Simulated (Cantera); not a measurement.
Input: 1 mol KOH, 0.027 mol C, 0.041 mol CO₂, held at 1677 °C and 25.0 Pa.

Cantera equilibrium calculation (NASA polynomials, part measured and part estimated; ideal gas, pure solids and liquids). Candidate condensed phases: C, C₆H₆, C₇H₈, C₈H₁₈, H₂O, K, KOH, KO₂, K₂CO₃, K₂O, K₂O₂; 116 gas species. The numbers say what is thermodynamically allowed, not how fast it happens.

Base state: K 0.528, H₂O 0.244, O₂ 0.116, CO₂ 0.0328, KOH 0.0307, OH 0.0171, O 0.00974, H₂ 0.00884 (mole fractions); condensed: gas only.

Q: What changes in the equilibrium state with this change: temperature from 1677 °C to 700 °C?

A: 
| species | before | after |
|---|---|---|
| KOH | 0.0307 | 0.734 |
| H₂O | 0.244 | 0.125 |
| K | 0.528 | 0.111 |
| O₂ | 0.116 | <1e-9 |
| K₂(OH)₂ | <1e-9 | 0.0294 |
| OH | 0.0171 | <1e-9 |
| CO₂ | 0.0328 | 1.45e-5 |
| O | 0.00974 | <1e-9 |
| H | 0.00682 | 2.34e-9 |
| K₂CO₃(s), mol | 0 | 0.0680 |
